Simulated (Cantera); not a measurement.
Cr₂O₃ + H₂ (hydrogen reduction and annealing atmospheres)

Feed: 1 mol Cr₂O₃, a varied amount of H₂, equilibrated at 10.0 Torr.

Equilibrium computed with Cantera from the NASA thermochemical tables; the gas is ideal and each condensed phase is pure. Candidate condensed phases: Cr, Cr₂O₃, H₂O; 13 gas species. Mutual solubility and eutectic melting of coexisting phases are not modelled. The numbers say what is thermodynamically allowed, not how fast it happens.

Stable condensed phases:

```
T in °C \ n(H₂) in mol
         7.2  20  33  46  58  71  84
   1200    A   A   A   A   A   A   A
   1150    A   A   A   A   A   A   A
   1100    A   A   A   A   A   A   A
   1050    A   A   A   A   A   A   A
   1000    A   A   A   A   A   A   A
    950    A   A   A   A   A   A   A
    900    A   A   A   A   A   A   A
    850    A   A   A   A   A   A   A
    800    B   A   A   A   A   A   A
    750    B   B   A   A   A   A   A
    700    B   B   B   B   A   A   A
    650    B   B   B   B   B   B   B
    600    B   B   B   B   B   B   B
    550    B   B   B   B   B   B   B
```

A: Cr + Cr₂O₃; B: Cr₂O₃.
